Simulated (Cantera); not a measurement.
A closed system holds: 1 mol CaO, 5 mol HBr, a varied amount of H2, equilibrated at 1723 K and 2.40 mbar.

Equilibrium computed with Cantera from the NASA thermochemical tables; the gas is ideal and each condensed phase is pure. Candidate condensed phases: Br2, Ca, CaBr2, CaO, Ca(OH)2, H2O; 19 gas species. Equilibrium is a limit: real reactors are often held back by kinetics, nucleation or transport.

log p: log10 of the partial pressure in bar; nothing condenses.

```
n(H2) (mol)  log p H2  log p HBr  log p CaBr2  log p H2O  log p Br
-----------  --------  ---------  -----------  ---------  --------
1.2             -3.24      -3.10        -3.44      -3.44     -3.54
4.6             -2.93      -3.24        -3.62      -3.62     -3.83
8               -2.83      -3.36        -3.74      -3.74     -4.00
11              -2.78      -3.44        -3.83      -3.83     -4.11
15              -2.74          ?            ?          ?         ?
18              -2.73      -3.59        -3.99      -3.99     -4.28
22              -2.71      -3.66        -4.06      -4.06     -4.36
25              -2.70      -3.70        -4.10      -4.10     -4.41
29              -2.69      -3.76        -4.16      -4.16     -4.47
```

Task: Some entries are withheld; supply them.

Result: 
- 15, log p HBr: -3.53
- 15, log p CaBr2: -3.93
- 15, log p H2O: -3.93
- 15, log p Br: -4.22
